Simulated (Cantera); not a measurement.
Thermodynamics of silicon nitride deposition, feed SiH₄ + NH₃ + H₂

Charge: 1 mol SiH₄, 15 mol NH₃, 0.27 mol H₂, at 875 °C and 5000 Pa.

Equilibrium computed with Cantera from the NASA thermochemical tables; the gas is ideal and each condensed phase is pure. Candidate condensed phases: Si, Si₃N₄; 18 gas species. Rates play no part.

- x(H₂): 0.784
- x(N₂): 0.216
- x(NH₃): 3.97e-6
- n(Si₃N₄(s)): 0.333 mol
- gas amount: 31.60 mol
- log10 activity of Si(s) (absent): -4.21
